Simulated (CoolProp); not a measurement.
C2F6 (R116) along the isotherm 322.8 K: fugacity coefficient from the reference equation and from simpler models built on Tc = 293.0 K, pc = 30.48 bar, ω = 0.257; each cubic takes its own stable root.

Model: reference Helmholtz-energy equation of state, Lemmon 2006, in CoolProp. It is a short technical equation, of lower accuracy than the large ones.

```csv
p (bar),phase,reference
3.52,gas,0.9726
7.03,gas,0.9456
10.5,gas,0.9191
14.1,gas,0.8919
17.6,gas,0.8656
21.1,gas,0.8396
24.6,gas,0.8138
28.1,gas,0.7882
31.6,supercritical,0.7627
35.2,supercritical,0.7367
38.7,supercritical,0.7117
42.2,supercritical,0.6868
45.7,supercritical,0.6624
```

### Question
How far does each simpler model (van der Waals, Redlich-Kwong, Soave-Redlich-Kwong, Peng-Robinson) lie from the reference over these 13 states: mean and median of the absolute difference, and the worst?

### Answer
- van der Waals: mean 0.5 %, median 0.1 %, worst -2.3 % at 322.8 K and 45.7 bar
- Redlich-Kwong: mean 1.5 %, median 1.4 %, worst -2.9 % at 322.8 K and 45.7 bar
- Soave-Redlich-Kwong: mean 0.2 %, median 0.1 %, worst +0.5 % at 322.8 K and 45.7 bar
- Peng-Robinson: mean 2.5 %, median 2.7 %, worst -3.9 % at 322.8 K and 45.7 bar
